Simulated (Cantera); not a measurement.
A perfectly stirred reactor is fed with 90.1 % NO, 9.91 % N2, at 1.10 bar; it is held at 1625 K, and followed from long to short residence time.

Computed with Cantera and GRI-Mech 3.0 (53 species, 325 reactions).

x: mole fraction; the columns are a selection and need not sum to one.

```
τ (s)     x NO      x O2    x N2     x N2O     x NO2      x O
-------  -----  --------  ------  --------  --------  -------
29       0.417     0.241   0.341   6.27e-5   0.00176  9.27e-6
7.7      0.623     0.137   0.238  0.000141   0.00200  7.11e-6
2.0      0.787    0.0555   0.155  0.000228   0.00165  4.72e-6
0.54     0.864    0.0175   0.117  0.000273   0.00112  3.00e-6
0.14     0.891   0.00449   0.104  0.000280  0.000761  2.05e-6
0.038    0.898  0.000975   0.100  0.000248  0.000560  1.57e-6
0.010    0.900  0.000115  0.0993  0.000166  0.000333  1.04e-6
0.0027   0.901   5.30e-6  0.0991   7.43e-5  0.000111  4.97e-7
0.00072  0.901         ?  0.0991         ?         ?        ?
0.00019  0.901         ?  0.0991         ?         ?        ?
```

**Question.** Complete the blanks.

**Answer.** 
- 0.00072, x O2: 2.18e-7
- 0.00072, x N2O: 2.41e-5
- 0.00072, x NO2: 2.76e-5
- 0.00072, x O: 2.72e-7
- 0.00019, x O2: 1.57e-8
- 0.00019, x N2O: 6.76e-6
- 0.00019, x NO2: 6.83e-6
- 0.00019, x O: 2.08e-7
